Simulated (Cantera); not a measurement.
An isothermal, constant-pressure homogeneous reactor starts with 40.0 % CH4, 60.0 % H2, at 1450 K and 0.00178 atm.

Computed with Cantera and GRI-Mech 3.0 (53 species, 325 reactions). GRI-Mech 3.0 stops at C3 and has no aromatics, soot or wall deposition, so with more carbon than oxygen in the feed, carbon stays in small species such as C2H2 where larger ones or solid carbon would form. Radical loss at walls, strong at low pressure, is not modelled.

Question: Predict: x(CH4) at 6.00 s; x(H2) at 6.00 s; x(C2H4) at 6.00 s; x(C2H2) at 6.00 s; x(CH2) at 6.00 s; x(C2H) at 6.00 s; x(H) at 6.00 s.

Answer: 
- x(CH4) at 6.00 s: 0.366 (gas-phase equilibrium 0.000797)
- x(H2) at 6.00 s: 0.621 (gas-phase equilibrium 0.856)
- x(C2H4) at 6.00 s: 0.00301 (gas-phase equilibrium 0.000104)
- x(C2H2) at 6.00 s: 0.00913 (gas-phase equilibrium 0.142)
- x(CH2) at 6.00 s: 4.47e-8 (gas-phase equilibrium 7.31e-10)
- x(C2H) at 6.00 s: 1.22e-9 (gas-phase equilibrium 4.72e-8)
- x(H) at 6.00 s: 6.08e-5 (gas-phase equilibrium 0.000208)
